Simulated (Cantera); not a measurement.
A Cantera script and what it prints.

```python
import numpy as np
import cantera as ct

gas_names = """
    B BCL BCL2 BCL3 BH BH2 BH3 BN B2 CL CL2 H HCL H2 N NH NH2 NH3 N2 N2H2 N2H4
""".split()
cond_names = """
    B(b) B(L) BN(s) NH4CL(a) NH4CL(b)
""".split()


# ... load() reads the species with a 1 bar reference pressure and builds the phases ...
atoms = {
    'BN': {'B': 1, 'N': 1},
    'HCl': {'H': 1, 'CL': 1},
}
top_T = {'BN(s)': 3200}  # K; cautious upper limits of use, not melting points


# ... equilibrate(T, P, feed) seeds the gas with the atoms and calls Mixture.equilibrate('TP', solver="vcs", rtol=1e-11, max_steps=5000) ...
results = []
feed = {'BN': 1, 'HCl': 95}  # mol
P = 22000  # Pa
for T in [825, 925, 1025, 1125, 1225, 1325, 1425, 1525, 1625, 1725, 1825, 1925, 2025]:
    mix = equilibrate(T, P, feed)
    results.append((T, P, feed, dict(zip(mix.species_names, mix.species_moles))))
    x = sorted(zip(gas.X, gas.species_names), reverse=True)
    print(f"T = {T:g} K  P = {P:g} Pa  gas = {mix.phase_moles(0):.4g} mol")
    print("   x: " + "  ".join(f"{s} {v:.3e}" for v, s in x if v > 1e-05))
    print("   condensed (mol): " + ("  ".join(f"{mix.phase(i).name} {mix.phase_moles(i):.4g}"
          for i in range(1, mix.n_phases) if mix.phase_moles(i) > 1e-12) or "none"))
```

It prints:

```
T = 825 K  P = 22000 Pa  gas = 95 mol
   x: HCL 9.902e-01  H2 4.922e-03  BCL3 3.281e-03  N2 1.641e-03
   condensed (mol): BN(s) 0.6883
T = 925 K  P = 22000 Pa  gas = 95 mol
   x: HCL 9.806e-01  H2 9.683e-03  BCL3 6.455e-03  N2 3.228e-03
   condensed (mol): BN(s) 0.3867
T = 1025 K  P = 22000 Pa  gas = 95 mol
   x: HCL 9.684e-01  H2 1.579e-02  BCL3 1.053e-02  N2 5.263e-03
   condensed (mol): none
T = 1125 K  P = 22000 Pa  gas = 95 mol
   x: HCL 9.684e-01  H2 1.579e-02  BCL3 1.053e-02  N2 5.263e-03
   condensed (mol): none
T = 1225 K  P = 22000 Pa  gas = 95 mol
   x: HCL 9.684e-01  H2 1.579e-02  BCL3 1.053e-02  N2 5.263e-03
   condensed (mol): none
T = 1325 K  P = 22000 Pa  gas = 95 mol
   x: HCL 9.684e-01  H2 1.580e-02  BCL3 1.053e-02  N2 5.263e-03  CL 2.251e-05
   condensed (mol): none
T = 1425 K  P = 22000 Pa  gas = 95 mol
   x: HCL 9.683e-01  H2 1.583e-02  BCL3 1.052e-02  N2 5.263e-03  CL 9.164e-05
   condensed (mol): none
T = 1525 K  P = 22000 Pa  gas = 95.02 mol
   x: HCL 9.680e-01  H2 1.594e-02  BCL3 1.052e-02  N2 5.262e-03  CL 3.102e-04
   condensed (mol): none
T = 1625 K  P = 22000 Pa  gas = 95.04 mol
   x: HCL 9.671e-01  H2 1.622e-02  BCL3 1.050e-02  N2 5.261e-03  CL 8.993e-04  H 1.916e-05  BCL2 1.861e-05  CL2 1.100e-05
   condensed (mol): none
T = 1725 K  P = 22000 Pa  gas = 95.11 mol
   x: HCL 9.650e-01  H2 1.688e-02  BCL3 1.046e-02  N2 5.257e-03  CL 2.277e-03  H 5.145e-05  BCL2 4.940e-05  CL2 2.385e-05
   condensed (mol): none
T = 1825 K  P = 22000 Pa  gas = 95.26 mol
   x: HCL 9.608e-01  H2 1.821e-02  BCL3 1.037e-02  N2 5.249e-03  CL 5.098e-03  H 1.267e-04  BCL2 1.196e-04  CL2 4.542e-05
   condensed (mol): none
T = 1925 K  P = 22000 Pa  gas = 95.52 mol
   x: HCL 9.532e-01  H2 2.056e-02  CL 1.019e-02  BCL3 1.017e-02  N2 5.235e-03  H 2.923e-04  BCL2 2.686e-04  CL2 7.611e-05  BCL 3.300e-05
   condensed (mol): none
T = 2025 K  P = 22000 Pa  gas = 95.95 mol
   x: HCL 9.410e-01  H2 2.424e-02  CL 1.841e-02  BCL3 9.750e-03  N2 5.211e-03  H 6.389e-04  BCL2 5.610e-04  CL2 1.134e-04  BCL 1.111e-04
   condensed (mol): none
```

Equilibrium computed with Cantera from the NASA thermochemical tables; the gas is ideal and each condensed phase is pure. The tables' values for BCl2, BCl are old estimates; treat these amounts as uncertain. Gases not in the tables: BHCl2.
